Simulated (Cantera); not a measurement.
Cantera run, input and output.

```python
import numpy as np
import cantera as ct

gas = ct.Solution("gri30.yaml")
gas.TPX = 425, 240000, {'CO': 1, 'H2': 0.56, 'O2': 1.18, 'N2': 4.44}
inlet = ct.Reservoir(gas, clone=True)
gas.equilibrate("HP")  # start burning
reactor = ct.IdealGasConstPressureReactor(gas, energy="on", clone=False)
exhaust = ct.Reservoir(gas, clone=True)
tau = [0.18, 0.083, 0.037, 0.017, 0.0076, 0.0034, 0.0015, 0.00069, 0.00031, 0.00014, 6.3e-05][0]
for a, b in ((inlet, reactor), (reactor, exhaust)):
    ct.MassFlowController(a, b, mdot=lambda t: reactor.mass / tau)
net = ct.ReactorNet([reactor])
show = ['CO', 'H2', 'O2', 'N2O', 'NO']

rows = []
print(f"{'tau/s':>10s}{'T/K':>9s}" + "".join(f"{s:>11s}" for s in show))
for tau in [0.18, 0.083, 0.037, 0.017, 0.0076, 0.0034, 0.0015, 0.00069, 0.00031, 0.00014, 6.3e-05]:
    net.initial_time = 0.0
    net.advance(30 * tau)
    before = gas.X
    net.advance(40 * tau)
    drift = np.max(np.abs(gas.X - before) / (gas.X + 1e-9))
    rows.append([gas.T, *gas[show].X, drift])
    print(f"{tau:10.3e}{gas.T:9.1f}" + "".join(f"{x:11.3e}" for x in gas[show].X))
```

It prints:

```
     tau/s      T/K         CO         H2         O2        N2O         NO
 1.800e-01   2123.6  1.677e-03  1.822e-04  6.179e-02  4.627e-07  1.728e-03
 8.300e-02   2122.3  1.955e-03  2.090e-04  6.223e-02  5.060e-07  1.023e-03
 3.700e-02   2117.4  2.526e-03  2.651e-04  6.262e-02  5.896e-07  5.945e-04
 1.700e-02   2107.4  3.556e-03  3.686e-04  6.308e-02  7.145e-07  3.738e-04
 7.600e-03   2089.0  5.394e-03  5.581e-04  6.379e-02  8.566e-07  2.422e-04
 3.400e-03   2059.7  8.304e-03  8.677e-04  6.490e-02  9.365e-07  1.563e-04
 1.500e-03   2015.2  1.263e-02  1.344e-03  6.659e-02  9.128e-07  9.726e-05
 6.900e-04   1956.3  1.821e-02  1.976e-03  6.883e-02  8.232e-07  6.353e-05
 3.100e-04   1875.1  2.572e-02  2.818e-03  7.200e-02  7.098e-07  4.562e-05
 1.400e-04   1767.0  3.593e-02  3.840e-03  7.668e-02  6.021e-07  3.499e-05
 6.300e-05   1608.0  5.360e-02  5.216e-03  8.571e-02  4.965e-07  2.103e-05
```

Detailed kinetics in Cantera: GRI-Mech 3.0 (53 species, 325 reactions). The hydrogen kinetics of GRI-Mech 3.0 are dated; newer H2 mechanisms differ, most at raised pressure.
